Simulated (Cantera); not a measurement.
Cantera run, input and output.

```python
import numpy as np
import cantera as ct

gas = ct.Solution("gri30.yaml")
gas.TPX = 1000, 101325, {'CH4': 1, 'CO': 0.057, 'O2': 1.35, 'N2': 5.08}
reactor = ct.IdealGasReactor(gas, energy="on", clone=False)
net = ct.ReactorNet([reactor])
net.rtol, net.atol = 1e-08, 1e-16
show = ['CH4', 'CO', 'O2', 'NO', 'C2H', 'CH2']
times = np.geomspace(3e-06, 3, 14)

steps = ct.SolutionArray(gas, extra=["t"])
rows = []
print(f"{'t/s':>10s}{'T/K':>9s}{'P/Pa':>11s}" + "".join(f"{s:>11s}" for s in show))
for t in times:
    while net.time < t:
        t_next = net.step()
        steps.append(gas.state, t=t_next)
    rows.append([np.interp(t, steps.t, y) for y in (steps.T, steps.P, *steps(*show).X.T)])
    print(f"{t:10.3e}{rows[-1][0]:9.1f}{rows[-1][1]:11.4g}" + "".join(f"{x:11.3e}" for x in rows[-1][2:]))
rate = np.gradient(steps.T, steps.t)
print("integrator steps:", len(steps.t))
if steps.T.max() > steps.T[0] + 200:
    print(f"time of steepest temperature rise: {steps.t[rate.argmax()]:.4e} s")
gas.TPX = 1000, 101325, {'CH4': 1, 'CO': 0.057, 'O2': 1.35, 'N2': 5.08}
gas.equilibrate("UV")
print(f"equilibrium (UV): T = {gas.T:.1f} K  " + "  ".join(f"{s} {gas[s].X[0]:.3e}" for s in show))
```

Result:

```
       t/s      T/K       P/Pa        CH4         CO         O2         NO        C2H        CH2
 3.000e-06   1000.0  1.013e+05  1.336e-01  7.613e-03  1.803e-01  1.552e-25  3.048e-41  2.534e-22
 8.683e-06   1000.0  1.013e+05  1.336e-01  7.613e-03  1.803e-01  7.787e-25  3.420e-40  1.011e-21
 2.513e-05   1000.0  1.013e+05  1.336e-01  7.613e-03  1.803e-01  2.728e-24  3.135e-39  3.290e-21
 7.273e-05   1000.0  1.013e+05  1.336e-01  7.613e-03  1.803e-01  8.412e-24  2.988e-38  1.180e-20
 2.105e-04   1000.0  1.013e+05  1.336e-01  7.613e-03  1.803e-01  2.518e-23  3.368e-37  5.332e-20
 6.093e-04   1000.0  1.013e+05  1.336e-01  7.613e-03  1.803e-01  7.649e-23  5.769e-36  3.298e-19
 1.763e-03   1000.0  1.013e+05  1.336e-01  7.613e-03  1.803e-01  2.519e-22  3.770e-34  2.802e-18
 5.104e-03   1000.0  1.013e+05  1.336e-01  7.613e-03  1.803e-01  1.077e-21  2.085e-31  3.336e-17
 1.477e-02   1000.0  1.013e+05  1.336e-01  7.613e-03  1.803e-01  7.699e-21  2.201e-28  3.645e-16
 4.275e-02   1000.0  1.013e+05  1.336e-01  7.613e-03  1.803e-01  5.232e-20  2.685e-26  7.826e-16
 1.237e-01   1000.2  1.013e+05  1.335e-01  7.613e-03  1.803e-01  2.775e-19  7.512e-25  1.108e-15
 3.581e-01   1000.7  1.014e+05  1.335e-01  7.615e-03  1.802e-01  1.834e-18  3.772e-23  2.642e-15
 1.037e+00   1007.0   1.02e+05  1.327e-01  7.752e-03  1.796e-01  3.428e-17  3.852e-20  3.398e-14
 3.000e+00   2712.7  3.014e+05  2.595e-12  9.553e-02  4.373e-04  1.315e-03  7.530e-17  1.381e-12
integrator steps: 2781
time of steepest temperature rise: 1.5216e+00 s
equilibrium (UV): T = 2712.7 K  CH4 2.989e-12  CO 9.553e-02  O2 4.373e-04  NO 1.315e-03  C2H 8.135e-17  CH2 1.478e-12
```

Model: GRI-Mech 3.0 (53 species, 325 reactions), integrated in Cantera.
